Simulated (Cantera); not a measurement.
Input: 1 mol H₂S, 1.5 mol H₂O, held at 3175 K and 1 atm.

Cantera equilibrium calculation (NASA polynomials, part measured and part estimated; ideal gas, pure solids and liquids). Candidate condensed phases: H₂O, H₂SO₄, S; 19 gas species. Equilibrium is a limit: real reactors are often held back by kinetics, nucleation or transport.

Base state: H₂ 0.363, H₂O 0.192, H 0.157, SO 0.0991, S 0.0580, SO₂ 0.0336, SH 0.0313, OH 0.0313 (mole fractions); condensed: gas only.

Problem. What changes in the equilibrium state with this change: pressure from 1 atm to 54.0 mbar?

Solution. 
```csv
species,before,after
H,0.157,0.466
H₂,0.363,0.170
S,0.0580,0.0887
H₂O,0.192,0.0450
O,0.00814,0.0764
S₂,0.0203,0.00252
SH,0.0313,0.00756
SO₂,0.0336,0.0129
OH,0.0313,0.0465
SO,0.0991,0.0759
H₂S,0.00411,0.000157
S₂O,0.000401,2.50e-5
O₂,0.00168,0.00791
```
